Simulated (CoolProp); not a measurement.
Properties of R365MFC along the isobar 101 kPa.

The numbers come from the reference Helmholtz-energy equation of state, Lemmon 2016 in CoolProp.

```json
[
 {"T (°C)": "128.55", "phase": "gas", "Z": "0.9823", "cv (kJ/(kg K))": "…", "Joule-Thomson coefficient (K/MPa)": "…", "expansivity (1/kK)": "2.644"},
 {"T (°C)": "139.55", "phase": "gas", "Z": "0.9839", "cv (kJ/(kg K))": "1.133", "Joule-Thomson coefficient (K/MPa)": "10.41", "expansivity (1/kK)": "2.556"},
 {"T (°C)": "150.45", "phase": "gas", "Z": "0.9852", "cv (kJ/(kg K))": "1.150", "Joule-Thomson coefficient (K/MPa)": "9.484", "expansivity (1/kK)": "2.478"},
 {"T (°C)": "161.35", "phase": "gas", "Z": "0.9864", "cv (kJ/(kg K))": "1.167", "Joule-Thomson coefficient (K/MPa)": "8.714", "expansivity (1/kK)": "2.405"},
 {"T (°C)": "172.25", "phase": "gas", "Z": "0.9874", "cv (kJ/(kg K))": "…", "Joule-Thomson coefficient (K/MPa)": "8.072", "expansivity (1/kK)": "2.337"},
 {"T (°C)": "183.15", "phase": "gas", "Z": "0.9884", "cv (kJ/(kg K))": "1.200", "Joule-Thomson coefficient (K/MPa)": "7.534", "expansivity (1/kK)": "2.274"},
 {"T (°C)": "194.05", "phase": "gas", "Z": "0.9892", "cv (kJ/(kg K))": "…", "Joule-Thomson coefficient (K/MPa)": "7.078", "expansivity (1/kK)": "2.216"},
 {"T (°C)": "205.05", "phase": "gas", "Z": "0.9900", "cv (kJ/(kg K))": "1.233", "Joule-Thomson coefficient (K/MPa)": "6.683", "expansivity (1/kK)": "2.160"},
 {"T (°C)": "215.95", "phase": "gas", "Z": "0.9907", "cv (kJ/(kg K))": "1.249", "Joule-Thomson coefficient (K/MPa)": "…", "expansivity (1/kK)": "2.108"},
 {"T (°C)": "226.85", "phase": "gas", "Z": "0.9914", "cv (kJ/(kg K))": "…", "Joule-Thomson coefficient (K/MPa)": "6.037", "expansivity (1/kK)": "2.058"}
]
```

**Question.** Fill in the missing entries.

**Answer.** 
- 128.55, cv (kJ/(kg K)): 1.116
- 128.55, Joule-Thomson coefficient (K/MPa): 11.53
- 172.25, cv (kJ/(kg K)): 1.183
- 194.05, cv (kJ/(kg K)): 1.216
- 215.95, Joule-Thomson coefficient (K/MPa): 6.341
- 226.85, cv (kJ/(kg K)): 1.265
